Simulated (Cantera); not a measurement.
Charge: 1 mol SiHCl3, 0.1 mol HCl, 240 mol N2, held at 100 Torr.

Equilibrium computed with Cantera from the NASA thermochemical tables; the gas is ideal and each condensed phase is pure. Candidate condensed phases: NH4Cl, Si, Si3N4; 28 gas species. N2 is the only nitrogen source here; it is nearly inert below about 1500 K, so the nitride shown seldom forms there in practice. The tables' values for SiCl3 are old estimates; treat these amounts as uncertain. The numbers say what is thermodynamically allowed, not how fast it happens.

x: gas mole fraction; n: condensed amount in mol.

```tsv
T (K)	x N2	x HCl	x SiCl2	x SiCl4	x SiCl3	x H2	x Cl	n Si3N4(s)
1098	0.993	0.00430	1.02e-6	0.00213	1.24e-5	0.000132	?	0.161
1148	0.993	0.00431	3.86e-6	0.00211	2.72e-5	0.000123	?	0.161
1198	0.993	0.00432	1.30e-5	0.00208	5.54e-5	0.000116	?	0.160
1248	0.993	0.00433	3.96e-5	0.00203	0.000105	0.000111	?	0.158
1298	0.993	0.00434	0.000109	0.00193	0.000187	0.000108	?	0.154
1348	0.993	0.00434	0.000270	0.00176	0.000307	0.000107	?	0.145
1398	0.993	0.00433	0.000600	0.00148	0.000456	0.000110	?	0.129
1448	0.993	0.00431	0.00117	0.00110	0.000592	0.000121	?	0.103
1498	0.992	0.00426	0.00197	0.000669	0.000643	0.000145	?	0.0686
1548	0.992	0.00416	0.00281	0.000325	0.000571	0.000191	?	0.0346
1598	0.992	0.00401	0.00348	0.000131	0.000429	0.000268	?	0.00735
1648	0.992	0.00400	0.00371	7.22e-5	0.000348	0.000267	?	0
1698	0.991	0.00407	0.00378	4.67e-5	0.000299	0.000234	?	0
1748	0.991	0.00410	0.00385	2.91e-5	0.000251	0.000216	?	0
```

Task: What belongs in the gaps?

Result: 
- 1098, x Cl: 2.27e-8
- 1148, x Cl: 6.71e-8
- 1198, x Cl: 1.81e-7
- 1248, x Cl: 4.50e-7
- 1298, x Cl: 1.04e-6
- 1348, x Cl: 2.22e-6
- 1398, x Cl: 4.40e-6
- 1448, x Cl: 8.06e-6
- 1498, x Cl: 1.34e-5
- 1548, x Cl: 2.03e-5
- 1598, x Cl: 2.83e-5
- 1648, x Cl: 4.68e-5
- 1698, x Cl: 8.20e-5
- 1748, x Cl: 0.000135
